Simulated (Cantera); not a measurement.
What does this Cantera script print?

```python
import numpy as np
import cantera as ct

gas_names = """
    N NO NO2 NO3 N2 N2O O O2 O3 Si SiN SiO SiO2 Si2 Si2N Si3
""".split()
cond_names = """
    Si(cr) Si(L) SiO2(Lqz) SiO2(hqz) SiO2(L) Si2N2O(s) Si3N4(a)
""".split()


def load(file, names, dense=False):
    # The tables refer to 1 bar. Condensed volumes are neglected.
    table = {s.name: s for s in ct.Species.list_from_file(file)}
    out = []
    for n in names:
        d = dict(table[n].input_data)
        d["thermo"] = dict(d["thermo"], **{"reference-pressure": 1e5})
        if dense:
            d["equation-of-state"] = {"model": "constant-volume", "density": "1e6 g/cm^3"}
        out.append(ct.Species.from_dict(d))
    return out


gas = ct.Solution(thermo="ideal-gas", species=load("nasa_gas.yaml", gas_names))
cond = {s.name: ct.Solution(thermo="fixed-stoichiometry", species=[s], name=s.name)
        for s in load("nasa_condensed.yaml", cond_names, dense=True)}
atoms = {
    'Si': {'Si': 1},
    'O2': {'O': 2},
    'N2': {'N': 2},
}
top_T = {'Si2N2O(s)': 2100, 'Si3N4(a)': 2400}  # K; cautious upper limits of use, not melting points


def equilibrate(T, P, feed):
    n = {}
    for name, mol in feed.items():
        for a, k in atoms[name].items():
            n[a] = n.get(a, 0.0) + k * mol
    gas.TPX = T, P, n
    mass = sum(n.values()) * gas.mean_molecular_weight
    gas.equilibrate("TP")
    valid = [c for c in cond.values() if c.min_temp <= T <= top_T.get(c.name, c.max_temp)]
    mix = ct.Mixture([(gas, mass / gas.mean_molecular_weight)] + [(c, 0.0) for c in valid])
    mix.T, mix.P = T, P
    mix.equilibrate("TP", solver="vcs", rtol=1e-11, max_steps=5000)
    return mix


results = []
feed = {'Si': 1, 'O2': 0.0012, 'N2': 64}  # mol
P = 3.5  # Pa
for T in [1375, 1425, 1475, 1525, 1575, 1625, 1675, 1725, 1775, 1825, 1875, 1925, 1975, 2025]:
    mix = equilibrate(T, P, feed)
    results.append((T, P, feed, dict(zip(mix.species_names, mix.species_moles))))

top = {s: max(r[3][s] / sum(r[3][g] for g in gas_names) for r in results) for s in gas_names}
cols = sorted((s for s in top if top[s] > 0.0001), key=lambda s: -top[s])[:7]
seen = [c for c in cond_names if any(r[3].get(c, 0) > 1e-12 for r in results)]
print("log10 of partial pressures in bar; condensed amounts in mol")
print(f"{'T/K':>10s}" + "".join(f"{s[:9]:>10s}" for s in cols + seen))
for T, P, feed, n in results:
    ng = sum(n[g] for g in gas_names)
    print(f"{T:10.4g}" + "".join(f"{np.log10(max(n[s] / ng * P / 1e5, 1e-99)):10.3f}" for s in cols)
          + "".join(f"{n.get(c, 0):10.4g}" for c in seen))
```

Output:

```
log10 of partial pressures in bar; condensed amounts in mol
       T/K        N2        Si    Si(cr)  Si3N4(a)
      1375    -4.456   -10.077         0    0.3325
      1425    -4.456    -9.156         0    0.3321
      1475    -4.456    -8.297         0    0.3294
      1525    -4.456    -7.724     0.962         0
      1575    -4.457    -7.241    0.8893         0
      1625    -4.458    -6.788    0.6898         0
      1675    -4.461    -6.363     0.171         0
      1725    -4.463    -6.276         0         0
      1775    -4.463    -6.273         0         0
      1825    -4.463    -6.272         0         0
      1875    -4.463    -6.271         0         0
      1925    -4.463    -6.271         0         0
      1975    -4.463    -6.271         0         0
      2025    -4.463    -6.271         0         0
```

These are equilibrium values from Cantera (NASA tables, ideal gas, pure condensed phases), not measurements of a reactor. N2 is the only nitrogen source here; it is nearly inert below about 1500 K, so the nitride shown seldom forms there in practice. The tables' values for SiN are old estimates; treat these amounts as uncertain.
